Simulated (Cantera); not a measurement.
**Reactions in the system C-H-N-Ta**

Cantera with NASA thermochemical tables; ideal gases at 1 bar, condensed phases pure. Values are per mole of reaction as written; species without (g) are pure solids or liquids, kept so even where they would boil at 1 bar. TaC: taken at fixed stoichiometry.

6 Ta + N₂(g) + C₆H₆(g) → 6 TaC + 2 NH₃(g)

```csv
T (K),ΔH° (kJ),ΔS° (J/K),ΔG° (kJ),log10 K
1298,-1024.3,-42.5,-969.1,39.00
1448,-1022.8,-41.4,-962.8,34.73
1598,-1021.1,-40.3,-956.7,31.27
1748,-1019.1,-39.1,-950.7,28.41
1898,-1016.7,-37.8,-944.9,26.01
2048,-1014.0,-36.5,-939.4,23.96
2198,-1011.1,-35.1,-934.0,22.20
2348,-1007.9,-33.7,-928.9,20.66
2498,-1004.6,-32.3,-923.9,19.32
2648,-1001.4,-31.1,-919.2,18.13
2798,-998.5,-30.0,-914.6,17.07
```
